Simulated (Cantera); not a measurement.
Input: 1 mol Si₃N₄, 1.7 mol N₂, at 2652 °C.

Method: chemical equilibrium by Gibbs-energy minimisation in Cantera with the NASA 1993 tables (ideal gas, pure condensed phases). Candidate condensed phases: Si, Si₃N₄; 7 gas species. Rates play no part.

**Question.** What share of the Si ends up in condensed phases as a function of P (Pa), at 1, 16, 250, 4000, 63000, 1000000?

**Answer.** 
```json
[
 {"P (Pa)": "1", "Si condensed (%)": "0.0", "as": "-"},
 {"P (Pa)": "16", "Si condensed (%)": "0.0", "as": "-"},
 {"P (Pa)": "250", "Si condensed (%)": "0.0", "as": "-"},
 {"P (Pa)": "4000", "Si condensed (%)": "0.0", "as": "-"},
 {"P (Pa)": "63000", "Si condensed (%)": "80.6", "as": "Si(l)"},
 {"P (Pa)": "1000000", "Si condensed (%)": "98.6", "as": "Si(l)"}
]
```
